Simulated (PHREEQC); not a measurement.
Phosphoric acid bath

Consider water at 15 °C with 0.2 mol/kgw H3PO4 and 0.026 mol/kgw HF. Closed to the air; pH follows from the charge balance.

The numbers come from PHREEQC with the ion-association model, wateq4f.dat.

```yaml
pH: 1.45
ionic_strength: 0.0415 mol/kgw
total_alkalinity: -226 meq/kg
```

```tsv
species	molality	activity	log γ
H3PO4	0.159	0.161	0.004
H+	0.0415	0.0359	-0.064
H2PO4-	0.0409	0.0344	-0.075
HF	0.0218	0.0220	0.004
H2F2	0.00177	0.00179	0.004
F-	0.000590	0.000487	-0.083
HF2-	4.55e-5	3.76e-5	-0.083
HPO4-2	1.14e-7	5.62e-8	-0.307
```

No solid was allowed to form. Complexes and solids missing from the database can't appear. wateq4f.dat counts part of the HF as a dimer, H2F2, which phreeqc.dat doesn't know; its constant is uncertain. H3PO4, which wateq4f.dat lacks, is added to it with the constant of phreeqc.dat.
